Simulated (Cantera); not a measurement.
Input (Python, Cantera) and output of one run.

```python
import numpy as np
import cantera as ct

gas_names = """
    Mg OH H2O
""".split()
cond_names = """
    MgO(s) MgO(L)
""".split()


# ... load() reads the species with a 1 bar reference pressure and builds the phases ...
species = {s.name: s for s in load("nasa_gas.yaml", gas_names) + load("nasa_condensed.yaml", cond_names)}
# Each term lists the table entries of one substance; the one whose range holds T is used.
reactions = {
    'Mg(g) + 2 OH(g) = H2O(g) + MgO':
        [(-1, ['Mg']), (-2, ['OH']), (1, ['H2O']), (1, ['MgO(s)', 'MgO(L)'])],
}


def pick(names, T):
    return next(species[n] for n in names if species[n].thermo.min_temp <= T <= species[n].thermo.max_temp)


results = []
for label, terms in reactions.items():
    print(label)
    print("     T/K   dH/kJ  dS/(J/K)   dG/kJ   log10 K")
    for T in [1350, 1375, 1400, 1425, 1450, 1475, 1500, 1525, 1550, 1575, 1600]:
        used = [(nu, pick(names, T)) for nu, names in terms]
        dH = sum(nu * s.thermo.h(T) for nu, s in used) / 1e6
        dS = sum(nu * s.thermo.s(T) for nu, s in used) / 1e3
        dG = dH - T * dS / 1e3
        logK = -dG * 1e6 / (ct.gas_constant * T * np.log(10))
        results.append((label, T, dH, dS, dG, logK, [s.name for _, s in used]))
        print(f"{T:8g} {dH:8.1f} {dS:8.1f} {dG:8.1f} {logK:8.2f}")
```

Output:

```
Mg(g) + 2 OH(g) = H2O(g) + MgO
     T/K   dH/kJ  dS/(J/K)   dG/kJ   log10 K
    1350  -1062.2   -294.7   -664.3    25.70
    1375  -1061.8   -294.5   -656.9    24.95
    1400  -1061.5   -294.2   -649.5    24.23
    1425  -1061.2   -294.0   -642.2    23.54
    1450  -1060.8   -293.8   -634.8    22.87
    1475  -1060.5   -293.5   -627.5    22.22
    1500  -1060.1   -293.3   -620.2    21.60
    1525  -1059.8   -293.1   -612.8    20.99
    1550  -1059.4   -292.8   -605.5    20.41
    1575  -1059.0   -292.6   -598.2    19.84
    1600  -1058.7   -292.4   -590.9    19.29
```

Cantera with NASA thermochemical tables; ideal gases at 1 bar, condensed phases pure. Condensed species are held in their standard states even where they would react or evaporate.
